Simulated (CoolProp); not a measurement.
Vapour-liquid equilibrium of cyclohexane (1) + ethanol (2) at 61.25 °C; x and y are mole fractions of (1).

Computed with CoolProp (multi-fluid Helmholtz-energy mixture model, Zhou 2014 and Schroeder 2014; pair parameters Bell 2016).

```csv
x,bubble pressure (MPa),y at the bubble point,dew pressure at overall composition x (MPa),liquid density (mol/L)
0.05,0.06040,0.217,0.05159,15.66
0.125,0.07210,0.383,0.05523,14.72
0.2,0.07903,0.465,0.05938,13.88
0.275,0.08258,0.507,0.06411,13.12
0.35,0.08409,0.528,0.06952,12.44
0.425,0.08455,0.536,0.07561,11.82
0.5,0.08462,0.539,0.08203,11.27
0.575,0.08462,0.540,0.08250,10.77
0.65,0.08453,0.543,0.07650,10.33
0.725,0.08397,0.554,0.07067,9.929
0.8,0.08206,0.581,0.06542,9.570
0.875,0.07718,0.642,0.06078,9.247
0.95,0.06660,0.782,0.05668,8.957
```

y crosses x between x = 0.5 and 0.575: the model has an azeotrope there.

The pair parameters rest on a limited set of measurements; away from them the model extrapolates. With so large a gap from Raoult's law the liquid may split in two, which this calculation doesn't test in full.
